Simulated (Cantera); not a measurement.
Halide evaporation, hydrolysis and transport: FeCl₃ + H₂ + N₂

Charge: 1 mol FeCl₃, 7.7 mol H₂, 0.91 mol N₂, equilibrated at 0.133 bar.

Equilibrium computed with Cantera from the NASA thermochemical tables; the gas is ideal and each condensed phase is pure. Candidate condensed phases: Fe, FeCl₂, FeCl₃, NH₄Cl; 18 gas species. Rates play no part.

From 1400 K to 1650 K the condensed part is Fe(γ). From 1700 K to 1800 K the condensed part is Fe(δ). From 1850 K to 2000 K the condensed part is Fe(l). The main Fe-bearing gas is FeCl₂ throughout. The share of Fe in condensed phases is highest at 1400 K (57.1 %) and lowest at 2000 K (37.2 %).

```
T (K)   x H₂  x HCl    x N₂  x FeCl₂  n Fe(γ)  n Fe(δ)  n Fe(l)
-----  -----  -----  ------  -------  -------  -------  -------
1400   0.656  0.212  0.0900   0.0424    0.571        0        0
1450   0.658  0.207  0.0900   0.0447    0.548        0        0
1500   0.660  0.203  0.0900   0.0468    0.526        0        0
1550   0.662  0.199  0.0900   0.0489    0.506        0        0
1600   0.664  0.195  0.0900   0.0508    0.486        0        0
1650   0.666  0.192  0.0900   0.0526    0.468        0        0
1700   0.667  0.188  0.0900   0.0542        0    0.452        0
1750   0.668  0.185  0.0900   0.0556        0    0.436        0
1800   0.670  0.182  0.0899   0.0570        0    0.421        0
1850   0.670  0.181  0.0899   0.0577        0        0    0.411
1900   0.670  0.179  0.0898   0.0583        0        0    0.401
1950   0.669  0.178  0.0897   0.0587        0        0    0.388
2000   0.668  0.176  0.0896   0.0590        0        0    0.372
```
x: gas mole fraction; n: condensed amount in mol.
